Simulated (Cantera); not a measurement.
## Mg(OH)₂ + H₂ (calcination and drying)

Charge: 1 mol Mg(OH)₂, 0.15 mol H₂, equilibrated at 24000 Pa.

Cantera equilibrium calculation (NASA polynomials, part measured and part estimated; ideal gas, pure solids and liquids). Candidate condensed phases: H₂O, Mg, MgO, Mg(OH)₂; 15 gas species. Kinetics and transport are ignored.

```json
[
 {"T (K)": "1000", "log p H₂O": "-0.68", "log p H₂": "-1.50", "log p H": "-9.40", "log p OH": "-11.23", "log p O₂": "<-12", "n MgO(s)": "1.00"},
 {"T (K)": "1200", "log p H₂O": "-0.68", "log p H₂": "-1.50", "log p H": "-7.46", "log p OH": "-8.73", "log p O₂": "<-12", "n MgO(s)": "1.00"},
 {"T (K)": "1400", "log p H₂O": "-0.68", "log p H₂": "-1.50", "log p H": "-6.07", "log p OH": "-6.94", "log p O₂": "-11.04", "n MgO(s)": "1.00"},
 {"T (K)": "1600", "log p H₂O": "-0.68", "log p H₂": "-1.50", "log p H": "-5.02", "log p OH": "-5.60", "log p O₂": "-8.71", "n MgO(s)": "1.000"},
 {"T (K)": "1800", "log p H₂O": "-0.68", "log p H₂": "-1.50", "log p H": "-4.20", "log p OH": "-4.55", "log p O₂": "-6.89", "n MgO(s)": "1.000"},
 {"T (K)": "2000", "log p H₂O": "-0.68", "log p H₂": "-1.51", "log p H": "-3.54", "log p OH": "-3.72", "log p O₂": "-5.43", "n MgO(s)": "1.000"},
 {"T (K)": "2200", "log p H₂O": "-0.68", "log p H₂": "-1.51", "log p H": "-3.00", "log p OH": "-3.04", "log p O₂": "-4.24", "n MgO(s)": "1.000"}
]
```
log p: log10 of the partial pressure in bar; n: condensed amount in mol.

From 1000 K to 2200 K the condensed part is MgO(s).
